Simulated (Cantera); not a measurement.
A Cantera script and its output.

```python
import numpy as np
import cantera as ct

gas = ct.Solution("gri30.yaml")
gas.TPX = 1225, 1200000, {'CH3OH': 1, 'O2': 1.36, 'N2': 5.13, 'CO2': 0.075}
reactor = ct.IdealGasConstPressureReactor(gas, energy="on", clone=False)
net = ct.ReactorNet([reactor])
net.rtol, net.atol = 1e-08, 1e-16
show = ['CH3OH', 'O2', 'O', 'H2O', 'H']
times = np.geomspace(3e-06, 1, 15)

steps = ct.SolutionArray(gas, extra=["t"])
rows = []
print(f"{'t/s':>10s}{'T/K':>9s}{'P/Pa':>11s}" + "".join(f"{s:>11s}" for s in show))
for t in times:
    while net.time < t:
        t_next = net.step()
        steps.append(gas.state, t=t_next)
    rows.append([np.interp(t, steps.t, y) for y in (steps.T, steps.P, *steps(*show).X.T)])
    print(f"{t:10.3e}{rows[-1][0]:9.1f}{rows[-1][1]:11.4g}" + "".join(f"{x:11.3e}" for x in rows[-1][2:]))
rate = np.gradient(steps.T, steps.t)
print("integrator steps:", len(steps.t))
if steps.T.max() > steps.T[0] + 200:
    print(f"time of steepest temperature rise: {steps.t[rate.argmax()]:.4e} s")
gas.TPX = 1225, 1200000, {'CH3OH': 1, 'O2': 1.36, 'N2': 5.13, 'CO2': 0.075}
gas.equilibrate("HP")
print(f"equilibrium (HP): T = {gas.T:.1f} K  " + "  ".join(f"{s} {gas[s].X[0]:.3e}" for s in show))
```

Output:

```
       t/s      T/K       P/Pa      CH3OH         O2          O        H2O          H
 3.000e-06   1225.0    1.2e+06  1.322e-01  1.798e-01  3.562e-11  1.994e-07  3.299e-10
 7.441e-06   1225.0    1.2e+06  1.322e-01  1.798e-01  3.640e-11  4.976e-07  3.416e-10
 1.845e-05   1225.0    1.2e+06  1.322e-01  1.798e-01  3.699e-11  1.243e-06  3.548e-10
 4.577e-05   1225.0    1.2e+06  1.322e-01  1.798e-01  3.878e-11  3.170e-06  3.978e-10
 1.135e-04   1225.0    1.2e+06  1.322e-01  1.798e-01  4.753e-11  9.527e-06  6.056e-10
 2.816e-04   1225.1    1.2e+06  1.321e-01  1.797e-01  9.914e-11  5.272e-05  1.824e-09
 6.983e-04   1230.0    1.2e+06  1.292e-01  1.782e-01  3.017e-09  1.843e-03  7.017e-08
 1.732e-03   2749.8    1.2e+06  1.300e-14  6.065e-03  1.004e-03  2.193e-01  2.405e-03
 4.296e-03   2748.5    1.2e+06  1.315e-14  5.953e-03  9.895e-04  2.193e-01  2.397e-03
 1.065e-02   2748.5    1.2e+06  1.315e-14  5.953e-03  9.895e-04  2.193e-01  2.397e-03
 2.643e-02   2748.5    1.2e+06  1.315e-14  5.953e-03  9.895e-04  2.193e-01  2.397e-03
 6.554e-02   2748.5    1.2e+06  1.315e-14  5.953e-03  9.895e-04  2.193e-01  2.397e-03
 1.626e-01   2748.5    1.2e+06  1.315e-14  5.953e-03  9.895e-04  2.193e-01  2.397e-03
 4.032e-01   2748.5    1.2e+06  1.315e-14  5.953e-03  9.895e-04  2.193e-01  2.397e-03
 1.000e+00   2748.5    1.2e+06  1.315e-14  5.953e-03  9.895e-04  2.193e-01  2.397e-03
integrator steps: 2198
time of steepest temperature rise: 8.4831e-04 s
equilibrium (HP): T = 2748.5 K  CH3OH 1.368e-14  O2 5.953e-03  O 9.895e-04  H2O 2.193e-01  H 2.397e-03
```

Detailed kinetics in Cantera: GRI-Mech 3.0 (53 species, 325 reactions). GRI-Mech 3.0 was tuned for natural gas; its chemistry of methanol as a main component is partial and can be far from experiment. The pressure lies above the range GRI-Mech 3.0 was tuned for (to about 10 atm).
